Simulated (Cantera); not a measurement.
Charge: 1 mol SiCl4, 2.9 mol HCl, 6.4 mol H2, 2 mol Cl2, at 1302 °C and 93000 Pa.

Cantera equilibrium calculation (NASA polynomials, part measured and part estimated; ideal gas, pure solids and liquids). Candidate condensed phases: Si; 19 gas species. The tables' values for SiCl3 are old estimates; treat these amounts as uncertain. The numbers say what is thermodynamically allowed, not how fast it happens.

Base state: HCl 0.587, H2 0.333, SiCl4 0.0540, SiCl3 0.0133, SiCl2 0.00863, SiHCl3 0.00408, SiH2Cl2 5.09e-5, Cl 3.48e-5 (mole fractions); condensed: gas only.

**Question.** What changes in the equilibrium state with this change: SiCl4 replaced by Si?

**Answer.** 
```json
[
 {"species": "H2", "before": "0.333", "after": "0.552"},
 {"species": "HCl", "before": "0.587", "after": "0.354"},
 {"species": "SiCl4", "before": "0.0540", "after": "0.0378"},
 {"species": "SiCl2", "before": "0.00863", "after": "0.0275"},
 {"species": "SiCl3", "before": "0.0133", "after": "0.0200"},
 {"species": "SiH2Cl2", "before": "5.09e-5", "after": "0.000270"},
 {"species": "Cl", "before": "3.48e-5", "after": "1.63e-5"},
 {"species": "SiHCl3", "before": "0.00408", "after": "0.00786"},
 {"species": "H", "before": "2.49e-5", "after": "3.20e-5"}
]
```
